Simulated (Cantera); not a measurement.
Input: 1 mol (CH₃)₂SiCl₂, 0.98 mol HCl, 690 mol H₂, at 2223 K and 1.70 mbar.

Method: chemical equilibrium by Gibbs-energy minimisation in Cantera with the NASA 1993 tables (ideal gas, pure condensed phases). Candidate condensed phases: C, C₆H₆, C₇H₈, C₈H₁₈, Si, SiC; 109 gas species. The feed counts by its element totals alone. Equilibrium is a limit: real reactors are often held back by kinetics, nucleation or transport.

Question: What is the equilibrium state?

Answer: 
```
Item                                        Value
--------------------------------------  ---------
x(H₂)                                       0.850
x(H)                                        0.143
x(HCl)                                    0.00354
x(C₂H₂ (acetylene))                       0.00125
x(Si)                                     0.00124
x(Cl)                                    0.000433
x(SiC₂)                                   6.60e-5
x(SiH)                                    1.99e-5
x(C₂H)                                    7.80e-6
gas amount                              749.8 mol
log10 activity of C(graphite) (absent)      -0.15
log10 activity of Si(l) (absent)            -2.34
```
